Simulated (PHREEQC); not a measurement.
1 kg of water holding 0.041 mol/kgw KCl, 0.0069 mol/kgw CaCl2 and 0.58 mol/kgw NaCl is evaporated at 60 °C; the solids stay in contact with the brine. CO2 from the air is kept out. Only these solids could form: Halite, Portlandite, Sylvite.

The numbers come from PHREEQC with the Pitzer model, pitzer.dat.

```
water left (kg)  ionic strength  water activity  Halite (mol)  Sylvite (mol)  Ca in solution (mol/kgw)
---------------  --------------  --------------  ------------  -------------  ------------------------
1                         0.642           0.979             0              0                   0.00690
0.6755                    0.950           0.969             0              0                    0.0102
0.4563                     1.41           0.953             0              0                    0.0151
0.375                      1.71           0.943             0              0                    0.0184
0.2533                     2.53           0.912             0              0                    0.0272
0.1711                     3.75           0.864             0              0                    0.0403
0.1156                     5.55           0.788             0              0                    0.0597
0.07809                    6.75           0.737         0.115              0                    0.0884
0.06418                    6.83           0.735         0.203              0                     0.108
0.04335                    7.07           0.730         0.335              0                     0.159
0.0293                     7.42           0.723         0.424              0                     0.236
0.01979                    7.97           0.711         0.484              0                     0.349
0.01337                    8.84           0.693         0.524              0                     0.516
0.01099                    9.16           0.687         0.536        0.00491                     0.628
0.007426                   9.66           0.681         0.553         0.0168                     0.929
0.005012                   10.4           0.671         0.565         0.0250                      1.38
```

Halite from water left = 0.09502 kg; Sylvite from water left = 0.01099 kg.

Complexes and solids missing from the database can't appear. Constants without temperature data keep their 25 °C values here.
